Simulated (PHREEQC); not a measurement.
Consider water at 25 °C with 0.076 mol ZnSO4, 0.00025 mol Na3PO4 and 0.0018 mol FeSO4 per kg of water. Closed to the air; pH follows from the charge balance.

The numbers come from PHREEQC with the ion-association model, wateq4f.dat.

```json
{
  "pH": "7.13",
  "ionic_strength": "0.157 mol/kgw",
  "total_alkalinity": "0.500 meq/kg"
}
```

```tsv
species	molality	activity	log γ
Zn+2	0.0378	0.0133	-0.454
SO4-2	0.0314	0.0100	-0.496
ZnSO4	0.0302	0.0313	0.016
Zn(SO4)2-2	0.00775	0.00255	-0.483
Fe+2	0.00108	0.000379	-0.454
Na+	0.000714	0.000540	-0.121
FeSO4	0.000652	0.000676	0.016
ZnOH+	0.000261	0.000198	-0.121
HPO4-2	0.000121	3.91e-5	-0.490
```

This is a speciation only: nothing precipitates in the calculation. Examples of supersaturated solids here: Zn3(PO4)2:4w, Zn4(OH)6SO4. Others may be too. H3PO4, which wateq4f.dat lacks, is added to it with the constant of phreeqc.dat. The database has no phosphate complexes of Zn.
